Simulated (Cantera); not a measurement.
Mixture: CH4 : CO : O2 : N2 = 1 : 0.035 : 2.46 : 9.25 (molar parts), at 1200 Torr, adiabatic and at constant pressure. Ignition delay is the time to a rise of 400 K.

Cantera simulation using GRI-Mech 3.0 (53 species, 325 reactions); the numbers are that mechanism's predictions, not measurements.

Task: What does this change do: 0.74 parts H2O added?

Result: 
| quantity | before | after |
|---|---|---|
| delay at 1323 K | 5.52 ms | 6.32 ms |
| delay at 1473 K | 1.00 ms | 1.14 ms |
| delay at 1623 K | 0.252 ms | 0.270 ms |
| delay at 1773 K | 85.3 µs | 86.1 µs |
| delay at 1923 K | 36.0 µs | 34.8 µs |
| apparent activation energy between 1848 and 1998 K | 160 kJ/mol | 170 kJ/mol |

Task: What does this change do: N2 9.25 to 16 parts?

Result: 
| quantity | before | after |
|---|---|---|
| delay at 1323 K | 5.52 ms | 9.30 ms |
| delay at 1473 K | 1.00 ms | 1.62 ms |
| delay at 1623 K | 0.252 ms | 0.381 ms |
| delay at 1773 K | 85.3 µs | 0.123 ms |
| delay at 1923 K | 36.0 µs | 50.8 µs |
| apparent activation energy between 1848 and 1998 K | 160 kJ/mol | 160 kJ/mol |
